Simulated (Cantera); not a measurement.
Input (Python, Cantera) and output of one run.

```python
import numpy as np
import cantera as ct

gas_names = """
    CL CL2 H HCL H2 Si SiCL SiCL2 SiCL3 SiCL4 SiH SiHCL3 SiH2 SiH2CL2 SiH3 SiH3CL SiH4 Si2 Si3
""".split()
cond_names = """
    Si(cr) Si(L)
""".split()


# ... load() reads the species with a 1 bar reference pressure and builds the phases ...
atoms = {
    'SiCl4': {'Si': 1, 'CL': 4},
    'HCl': {'H': 1, 'CL': 1},
    'H2': {'H': 2},
}
top_T = {}  # K; cautious upper limits of use, not melting points


# ... equilibrate(T, P, feed) seeds the gas with the atoms and calls Mixture.equilibrate('TP', solver="vcs", rtol=1e-11, max_steps=5000) ...
results = []
feed = {'SiCl4': 1, 'HCl': 5.3, 'H2': 0.34}  # mol
P = 2100000  # Pa
for T in [550, 700, 850, 1000, 1150, 1300, 1450, 1600]:
    mix = equilibrate(T, P, feed)
    results.append((T, P, feed, dict(zip(mix.species_names, mix.species_moles))))
    x = sorted(zip(gas.X, gas.species_names), reverse=True)
    print(f"T = {T:g} K  P = {P:g} Pa  gas = {mix.phase_moles(0):.4g} mol")
    print("   x: " + "  ".join(f"{s} {v:.3e}" for v, s in x if v > 1e-05))
    print("   condensed (mol): " + ("  ".join(f"{mix.phase(i).name} {mix.phase_moles(i):.4g}"
          for i in range(1, mix.n_phases) if mix.phase_moles(i) > 1e-12) or "none"))
```

Output:

```
T = 550 K  P = 2.1e+06 Pa  gas = 6.64 mol
   x: HCL 7.982e-01  SiCL4 1.506e-01  H2 5.120e-02
   condensed (mol): none
T = 700 K  P = 2.1e+06 Pa  gas = 6.64 mol
   x: HCL 7.982e-01  SiCL4 1.506e-01  H2 5.120e-02
   condensed (mol): none
T = 850 K  P = 2.1e+06 Pa  gas = 6.64 mol
   x: HCL 7.982e-01  SiCL4 1.506e-01  H2 5.119e-02  SiHCL3 1.602e-05
   condensed (mol): none
T = 1000 K  P = 2.1e+06 Pa  gas = 6.64 mol
   x: HCL 7.983e-01  SiCL4 1.505e-01  H2 5.114e-02  SiHCL3 6.795e-05
   condensed (mol): none
T = 1150 K  P = 2.1e+06 Pa  gas = 6.64 mol
   x: HCL 7.984e-01  SiCL4 1.504e-01  H2 5.100e-02  SiHCL3 1.951e-04  SiCL3 1.748e-05
   condensed (mol): none
T = 1300 K  P = 2.1e+06 Pa  gas = 6.64 mol
   x: HCL 7.987e-01  SiCL4 1.500e-01  H2 5.070e-02  SiHCL3 4.339e-04  SiCL3 1.402e-04
   condensed (mol): none
T = 1450 K  P = 2.1e+06 Pa  gas = 6.642 mol
   x: HCL 7.994e-01  SiCL4 1.490e-01  H2 5.001e-02  SiHCL3 8.036e-04  SiCL3 7.163e-04  SiCL2 1.258e-05
   condensed (mol): none
T = 1600 K  P = 2.1e+06 Pa  gas = 6.65 mol
   x: HCL 8.011e-01  SiCL4 1.464e-01  H2 4.845e-02  SiCL3 2.611e-03  SiHCL3 1.278e-03  SiCL2 1.147e-04  CL 3.415e-05
   condensed (mol): none
```

Cantera equilibrium calculation (NASA polynomials, part measured and part estimated; ideal gas, pure solids and liquids). The tables' values for SiCl3 are old estimates; treat these amounts as uncertain.
